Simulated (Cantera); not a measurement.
# Al(CH₃)₃ + N₂O + H₂ (aluminium nitride and oxide growth)

Feed: 1 mol Al(CH₃)₃, a varied amount of N₂O, 5.3 mol H₂, held at 1825 °C and 6900 Pa.

These are equilibrium values from Cantera (NASA tables, ideal gas, pure condensed phases), not measurements of a reactor. Candidate condensed phases: Al, AlN, Al₂O₃, C, C₆H₆, C₇H₈, C₈H₁₈, H₂O; 148 gas species. The feed counts by its element totals alone. The tables' values for AlOH are old estimates; treat these amounts as uncertain. Condensed phases not in the tables: aluminium oxynitride. Gases not in the tables: Al(OH)₃. Equilibrium is a limit: real reactors are often held back by kinetics, nucleation or transport.

```
n(N₂O) (mol)   x H₂   x N₂     x H₂O    x CO    x CO₂      x Al    x Al₂O  n AlN(s)  n C(graphite)  n Al₂O₃(s)
------------  -----  -----  --------  ------  -------  --------  --------  --------  -------------  ----------
1.8           0.722  0.105   5.39e-7   0.134  2.02e-8    0.0205  0.000551     0.696           1.10           0
2.4           0.662  0.137   6.06e-7   0.164  3.04e-8    0.0180  0.000520     0.710          0.480           0
3.3           0.583  0.194   2.63e-5   0.180  1.64e-6    0.0151    0.0180     0.134              0           0
4.5           0.559  0.259  0.000453   0.173  2.83e-5  0.000212   6.38e-5         0              0       0.497
6.1           0.434  0.321    0.0786   0.153  0.00559   6.33e-8   1.28e-9         0              0       0.500
8.2           0.300  0.389     0.161   0.128   0.0140   1.24e-8  1.45e-10         0              0       0.500
11            0.165  0.461     0.243  0.0969   0.0288   2.74e-9  1.94e-11         0              0       0.500
```
x: gas mole fraction; n: condensed amount in mol.

From 1.8 mol N₂O to 2.4 mol N₂O the condensed part is AlN(s) + C(graphite). At 3.3 mol N₂O the condensed part is AlN(s). From 4.5 mol N₂O to 11 mol N₂O the condensed part is Al₂O₃(s).
